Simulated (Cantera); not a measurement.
## Reactions in the system C-H-O-Ta

Standard-state values (1 bar) from the NASA 1993 polynomials, evaluated with Cantera. Values are per mole of reaction as written; species without (g) are pure solids or liquids, kept so even where they would boil at 1 bar. TaC: taken at fixed stoichiometry.

2 TaC + 6 OH(g) = 2 Ta + 2 CH3(g) + 3 O2(g)

```csv
T (K),ΔH° (kJ),ΔS° (J/K),ΔG° (kJ),log10 K
300,345.8,-101.0,376.1,-65.49
1998,325.7,-135.0,595.4,-15.56
2048,325.5,-135.1,602.1,-15.36
2098,325.3,-135.2,608.9,-15.16
2148,325.1,-135.3,615.6,-14.97
2198,324.9,-135.3,622.4,-14.79
2248,324.7,-135.4,629.2,-14.62
2298,324.6,-135.5,636.0,-14.46
2348,324.4,-135.6,642.7,-14.30
```
